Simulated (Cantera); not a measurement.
# Adiabatic ignition

An adiabatic, constant-pressure homogeneous reactor starts with 20.1 % CO, 1.15 % H₂, 1.49 % CH₄, 16.2 % O₂, 61.0 % N₂, equivalence ratio 0.84, at 1175 K and 750 Torr.

Cantera simulation using GRI-Mech 3.0 (53 species, 325 reactions); the numbers are that mechanism's predictions, not measurements.

```json
[
 {"t (s)": "7.00e-6", "T (K)": "1175", "x CO": "0.201", "x H₂": "0.0115", "x CH₄": "0.0149", "x CH₂": "<1e-12", "x H": "2.32e-9", "x C₂H": "<1e-12", "x H₂O₂": "<1e-12"},
 {"t (s)": "2.96e-5", "T (K)": "1175", "x CO": "0.201", "x H₂": "0.0115", "x CH₄": "0.0149", "x CH₂": "<1e-12", "x H": "1.66e-8", "x C₂H": "<1e-12", "x H₂O₂": "2.31e-11"},
 {"t (s)": "0.000125", "T (K)": "1175", "x CO": "0.201", "x H₂": "0.0115", "x CH₄": "0.0149", "x CH₂": "1.63e-11", "x H": "5.41e-7", "x C₂H": "<1e-12", "x H₂O₂": "3.05e-9"},
 {"t (s)": "0.000528", "T (K)": "2127", "x CO": "0.0931", "x H₂": "0.00388", "x CH₄": "<1e-12", "x CH₂": "<1e-12", "x H": "0.0112", "x C₂H": "<1e-12", "x H₂O₂": "1.08e-7"},
 {"t (s)": "0.00223", "T (K)": "2606", "x CO": "0.0543", "x H₂": "0.00175", "x CH₄": "<1e-12", "x CH₂": "<1e-12", "x H": "0.00177", "x C₂H": "<1e-12", "x H₂O₂": "7.23e-8"},
 {"t (s)": "0.00942", "T (K)": "2605", "x CO": "0.0531", "x H₂": "0.00172", "x CH₄": "<1e-12", "x CH₂": "<1e-12", "x H": "0.00164", "x C₂H": "<1e-12", "x H₂O₂": "7.15e-8"},
 {"t (s)": "0.0398", "T (K)": "2603", "x CO": "0.0530", "x H₂": "0.00172", "x CH₄": "<1e-12", "x CH₂": "<1e-12", "x H": "0.00162", "x C₂H": "<1e-12", "x H₂O₂": "7.05e-8"},
 {"t (s)": "0.168", "T (K)": "2603", "x CO": "0.0530", "x H₂": "0.00172", "x CH₄": "<1e-12", "x CH₂": "<1e-12", "x H": "0.00162", "x C₂H": "<1e-12", "x H₂O₂": "7.05e-8"},
 {"t (s)": "0.710", "T (K)": "2603", "x CO": "0.0530", "x H₂": "0.00172", "x CH₄": "<1e-12", "x CH₂": "<1e-12", "x H": "0.00162", "x C₂H": "<1e-12", "x H₂O₂": "7.05e-8"},
 {"t (s)": "3.00", "T (K)": "2603", "x CO": "0.0530", "x H₂": "0.00172", "x CH₄": "<1e-12", "x CH₂": "<1e-12", "x H": "0.00162", "x C₂H": "<1e-12", "x H₂O₂": "7.05e-8"}
]
```
x: mole fraction; the columns are a selection and need not sum to one.

```json
{
 "time_of_steepest_temperature_rise": "0.382 ms",
 "temperature at 3.00 s": "2603 K",
 "equilibrium_temperature": "2603 K",
 "x(CO) at 3.00 s": "0.0530 (gas-phase equilibrium 0.0530)",
 "x(H₂) at 3.00 s": "0.00172 (gas-phase equilibrium 0.00172)",
 "x(CH₄) at 3.00 s": "<1e-12 (gas-phase equilibrium <1e-12)"
}
```
